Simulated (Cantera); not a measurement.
An isothermal, constant-pressure homogeneous reactor starts with 43.5 % NO, 56.5 % N₂, at 1925 K and 1050 Torr.

Model: GRI-Mech 3.0 (53 species, 325 reactions), integrated in Cantera.

Task: Predict: x(NO) at 2.00 s; x(O₂) at 2.00 s; x(O) at 2.00 s; x(NO₂) at 2.00 s; x(N₂O) at 2.00 s; x(N₂) at 2.00 s.

Result: 
```json
{
 "x(NO) at 2.00 s": "0.113 (gas-phase equilibrium 0.00623)",
 "x(O₂) at 2.00 s": "0.160 (gas-phase equilibrium 0.214)",
 "x(O) at 2.00 s": "0.000126 (gas-phase equilibrium 0.000145)",
 "x(NO₂) at 2.00 s": "0.000231 (gas-phase equilibrium 1.46e-5)",
 "x(N₂O) at 2.00 s": "5.93e-6 (gas-phase equilibrium 4.15e-7)",
 "x(N₂) at 2.00 s": "0.726 (gas-phase equilibrium 0.779)"
}
```
